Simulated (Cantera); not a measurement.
What does this Cantera script print?

```python
import numpy as np
import cantera as ct

surf = ct.Interface("diamond.yaml", "diamond_100")
gas, bulk = surf.adjacent["gas"], surf.adjacent["diamond"]
k = surf.kinetics_species_index(bulk.species_names[0])
cover = ["c6HH", "c6H*", "c6*H", "c6**", "c6HM", "c6B"]

rows, drift = [], 0.0
print(f"{'xH':>10s}{'um/h':>11s}" + "".join(f"{s:>11s}" for s in cover))
for v in [0.0001, 0.00024, 0.00059, 0.0014, 0.0035, 0.0084, 0.02, 0.049, 0.12]:
    T, P, xH, xCH3 = 1175, 20000, v, 0.0013
    gas.TPX = T, P, {"H": xH, "CH3": xCH3, "CH4": 0.026, "H2": 1 - xH - xCH3 - 0.026}
    surf.TP = bulk.TP = T, P
    surf.coverages = "c6H*:0.1, c6HH:0.9"
    surf.advance_coverages(100.0)
    before = surf.coverages
    surf.advance_coverages(100.0)
    drift = max(drift, np.max(np.abs(surf.coverages - before) / (surf.coverages + 1e-9)))
    rate = surf.net_production_rates[k] * bulk.mean_molecular_weight / bulk.density * 3.6e9
    rows.append([rate, *surf[cover].coverages])
    print(f"{v:10.4g}{rate:11.4e}" + "".join(f"{x:11.3e}" for x in rows[-1][1:]))
```

Result:

```
        xH       um/h       c6HH       c6H*       c6*H       c6**       c6HM        c6B
    0.0001 6.3036e+00  5.346e-01  2.306e-02  3.103e-01  2.620e-03  7.242e-02  1.711e-08
   0.00024 1.7235e+01  4.589e-01  2.663e-02  3.583e-01  5.967e-03  8.531e-02  4.677e-08
   0.00059 4.1950e+01  4.211e-01  2.869e-02  3.858e-01  1.108e-02  8.906e-02  1.138e-07
    0.0014 8.4645e+01  4.123e-01  3.029e-02  4.069e-01  1.647e-02  7.932e-02  2.297e-07
    0.0035 1.4506e+02  4.210e-01  3.224e-02  4.319e-01  2.132e-02  5.610e-02  3.936e-07
    0.0084 1.9826e+02  4.342e-01  3.406e-02  4.535e-01  2.452e-02  3.243e-02  5.380e-07
      0.02 2.3357e+02  4.440e-01  3.563e-02  4.673e-01  2.643e-02  1.616e-02  6.338e-07
     0.049 2.5409e+02  4.494e-01  3.745e-02  4.737e-01  2.764e-02  7.193e-03  6.895e-07
      0.12 2.6734e+02  4.516e-01  4.067e-02  4.739e-01  2.876e-02  3.093e-03  7.254e-07
```

Cantera simulation using the Harris–Goodwin 1993 mechanism for the reconstructed diamond (100) surface; the numbers are that mechanism's predictions, not measurements.
